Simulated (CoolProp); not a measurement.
Vapour-liquid equilibrium of R13 (1) + R11 (2) at -27.25 °C; x and y are mole fractions of (1).

The numbers come from the multi-fluid Helmholtz-energy mixture model, Platzer 1990 and Jacobsen 1992; pair parameters Bell 2016 in CoolProp. This equation is an older, rougher fit; its heat capacities, sound speeds and derivatives of the liquid may be far off and weren't checked against measurements.

```tsv
x	bubble pressure (MPa)	y at the bubble point	dew pressure at overall composition x (MPa)	liquid density (mol/L)
0.05	0.08565	0.877	0.01127	11.69
0.125	0.1870	0.945	0.01224	11.82
0.2	0.2761	0.964	0.01338	11.94
0.275	0.3540	0.973	0.01476	12.06
0.35	0.4226	0.978	0.01646	12.16
0.425	0.4834	0.982	0.01860	12.26
0.5	0.5383	0.984	0.02138	12.35
0.575	0.5893	0.987	0.02513	12.43
0.65	0.6384	0.989	0.03048	12.48
0.725	0.6878	0.991	0.03874	12.52
0.8	0.7400	0.993	0.05313	12.52
0.875	0.7978	0.995	0.08449	12.48
0.95	0.8649	0.998	0.2050	12.39
```

No azeotrope shows between x = 0.05 and 0.95.

The pair parameters rest on a limited set of measurements; away from them the model extrapolates. The gap from Raoult's law changes sign with composition, which may be real or a fault of the pair parameters; it wasn't checked against measurements. With so large a gap from Raoult's law the liquid may split in two, which this calculation doesn't test in full.
